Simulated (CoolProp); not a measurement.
Oxygen along the isobar 54.4 bar: Z from the reference equation and from simpler models built on Tc = -118.6 °C, pc = 50.46 bar, ω = 0.022; each cubic takes its own stable root.

Model: reference Helmholtz-energy equation of state, Schmidt 1985, in CoolProp.

| T (°C) | phase | reference |
|---|---|---|
| -200.35 | liquid | 0.2334 |
| -194.75 | liquid | 0.2212 |
| -189.15 | liquid | 0.2110 |
| -183.55 | liquid | 0.2022 |
| -177.95 | liquid | 0.1949 |
| -172.35 | liquid | 0.1887 |
| -166.75 | liquid | 0.1835 |
| -161.15 | liquid | 0.1794 |
| -155.55 | liquid | 0.1762 |
| -149.95 | liquid | 0.1741 |
| -144.35 | liquid | 0.1731 |
| -138.75 | liquid | 0.1735 |
| -133.15 | liquid | 0.1758 |

Question: How far does each simpler model (Redlich-Kwong, Soave-Redlich-Kwong, Peng-Robinson) lie from the reference over these 13 states: mean and median of the absolute difference, and the worst?

Answer: 
- Redlich-Kwong: mean 2.1 %, median 1.5 %, worst +6.9 % at -133.15 °C and 54.4 bar
- Soave-Redlich-Kwong: mean 1.7 %, median 0.5 %, worst +6.9 % at -133.15 °C and 54.4 bar
- Peng-Robinson: mean 9.9 %, median 10.9 %, worst -11.4 % at -183.55 °C and 54.4 bar
